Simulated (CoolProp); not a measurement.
Vapour-liquid equilibrium of R125 (1) + fluoroethane (R161) (2) at 1250 kPa; x and y are mole fractions of (1).

The numbers come from the multi-fluid Helmholtz-energy mixture model, Lemmon 2005 and Wu 2012; pair parameters Bell 2016 in CoolProp.

```tsv
x	bubble temperature (°C)	y at the bubble point	dew temperature at overall composition x (°C)	liquid density (mol/L)
0.05	35.8	0.063	36.0	(withheld)
0.2	33.3	0.253	34.1	(withheld)
0.35	(withheld)	(withheld)	(withheld)	12.58
0.5	27.7	0.586	29.3	11.94
0.65	25.3	0.720	26.5	11.34
0.8	(withheld)	0.839	23.9	(withheld)
0.95	21.7	0.958	21.8	10.25
```

Q: What belongs in the gaps?

A: 
- 0.05, liquid density (mol/L): 14.00
- 0.2, liquid density (mol/L): 13.26
- 0.35, bubble temperature (°C): 30.5
- 0.35, y at the bubble point: 0.431
- 0.35, dew temperature at overall composition x (°C): 31.8
- 0.8, bubble temperature (°C): 23.3
- 0.8, liquid density (mol/L): 10.77

No azeotrope shows between x = 0.05 and 0.95.

The pair parameters rest on a limited set of measurements; away from them the model extrapolates. The gap from Raoult's law changes sign with composition, which may be real or a fault of the pair parameters; it wasn't checked against measurements.
